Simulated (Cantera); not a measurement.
## Equilibrium for iron carbonyl, mercury and lead vapours: Fe(CO)5 + H2 + N2

Input: 1 mol Fe(CO)5, 8.3 mol H2, 44 mol N2, at 62.0 Pa.

These are equilibrium values from Cantera (NASA tables, ideal gas, pure condensed phases), not measurements of a reactor. Candidate condensed phases: C, C6H6, C7H8, C8H18, Fe, Fe(CO)5, FeO, Fe(OH)2, Fe(OH)3, Fe2O3, Fe3O4, H2O; 140 gas species. Condensed phases not in the tables: cementite and carbon dissolved in iron. Kinetics and transport are ignored.

```tsv
T (K)	log p N2	log p H2	log p CO	log p CO2	log p H2O	n C(graphite)	n Fe(α)	n Fe(γ)
823	-3.32	-4.05	-4.27	-6.86	-7.19	0.0180	1.00	0
873	-3.32	-4.05	-4.27	-7.48	-7.69	0.00462	1.00	0
923	-3.32	-4.05	-4.27	-8.04	-8.12	0.00135	1.00	0
973	-3.32	-4.05	-4.27	-8.53	-8.52	0	1.00	0
1023	-3.32	-4.05	-4.27	-8.98	-8.88	0	1.00	0
1073	-3.32	-4.05	-4.27	-9.12	-8.93	0	1.00	0
1123	-3.32	-4.05	-4.27	-9.20	-8.94	0	1.00	0
1173	-3.32	-4.05	-4.27	-9.26	-8.93	0	1.000	0
1223	-3.32	-4.05	-4.27	-9.31	-8.93	0	0	1.000
1273	-3.32	-4.05	-4.27	-9.36	-8.93	0	0	1.000
1323	-3.32	-4.05	-4.27	-9.41	-8.92	0	0	1.000
1373	-3.32	-4.05	-4.27	-9.45	-8.92	0	0	0.999
```
log p: log10 of the partial pressure in bar; n: condensed amount in mol.

From 823 K to 923 K the condensed part is C(graphite) + Fe(α). From 973 K to 1173 K the condensed part is Fe(α). From 1223 K to 1373 K the condensed part is Fe(γ).
